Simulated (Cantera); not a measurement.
Gas mixture: CO2 : N2O : O2 = 0.66 : 0.91 : 0.43 (molar parts), at 0.000503 atm, frozen composition.

Cantera's kinetic-theory transport with the Lennard-Jones parameters of GRI-Mech 3.0, ideal gas; thermal conductivity in the multicomponent form. The composition is frozen, though it would react at the higher temperatures.

D: mixture-averaged diffusion coefficient of that species in the mixture.

```json
[
 {"T (K)": "400", "ρ (kg/m³)": "0.000635", "cp (J/kg/K)": "954.1", "μ (µPa s)": "20.6", "λ (mW/m/K)": "26.8", "Pr": "0.733", "D (cm²/s) C2H2": "443", "D (cm²/s) H2O": "[?]", "D (cm²/s) NH3": "594"},
 {"T (K)": "500", "ρ (kg/m³)": "0.000508", "cp (J/kg/K)": "1021", "μ (µPa s)": "24.8", "λ (mW/m/K)": "34.5", "Pr": "0.734", "D (cm²/s) C2H2": "666", "D (cm²/s) H2O": "[?]", "D (cm²/s) NH3": "912"},
 {"T (K)": "600", "ρ (kg/m³)": "0.000424", "cp (J/kg/K)": "1076", "μ (µPa s)": "28.7", "λ (mW/m/K)": "42.0", "Pr": "0.735", "D (cm²/s) C2H2": "923", "D (cm²/s) H2O": "[?]", "D (cm²/s) NH3": "1290"},
 {"T (K)": "700", "ρ (kg/m³)": "0.000363", "cp (J/kg/K)": "1122", "μ (µPa s)": "32.2", "λ (mW/m/K)": "49.2", "Pr": "0.735", "D (cm²/s) C2H2": "1210", "D (cm²/s) H2O": "[?]", "D (cm²/s) NH3": "1710"},
 {"T (K)": "800", "ρ (kg/m³)": "0.000318", "cp (J/kg/K)": "1161", "μ (µPa s)": "35.6", "λ (mW/m/K)": "56.2", "Pr": "0.735", "D (cm²/s) C2H2": "1530", "D (cm²/s) H2O": "[?]", "D (cm²/s) NH3": "2180"},
 {"T (K)": "900", "ρ (kg/m³)": "0.000282", "cp (J/kg/K)": "1193", "μ (µPa s)": "38.7", "λ (mW/m/K)": "62.9", "Pr": "0.734", "D (cm²/s) C2H2": "1870", "D (cm²/s) H2O": "[?]", "D (cm²/s) NH3": "2690"},
 {"T (K)": "1000", "ρ (kg/m³)": "0.000254", "cp (J/kg/K)": "1220", "μ (µPa s)": "41.7", "λ (mW/m/K)": "69.4", "Pr": "0.734", "D (cm²/s) C2H2": "2250", "D (cm²/s) H2O": "[?]", "D (cm²/s) NH3": "3240"},
 {"T (K)": "1100", "ρ (kg/m³)": "0.000231", "cp (J/kg/K)": "1241", "μ (µPa s)": "44.6", "λ (mW/m/K)": "75.5", "Pr": "0.734", "D (cm²/s) C2H2": "2640", "D (cm²/s) H2O": "[?]", "D (cm²/s) NH3": "3840"}
]
```

### Question
Complete the blanks.

### Answer

- 400, D (cm²/s) H2O: 611
- 500, D (cm²/s) H2O: 945
- 600, D (cm²/s) H2O: 1340
- 700, D (cm²/s) H2O: 1780
- 800, D (cm²/s) H2O: 2280
- 900, D (cm²/s) H2O: 2820
- 1000, D (cm²/s) H2O: 3410
- 1100, D (cm²/s) H2O: 4040
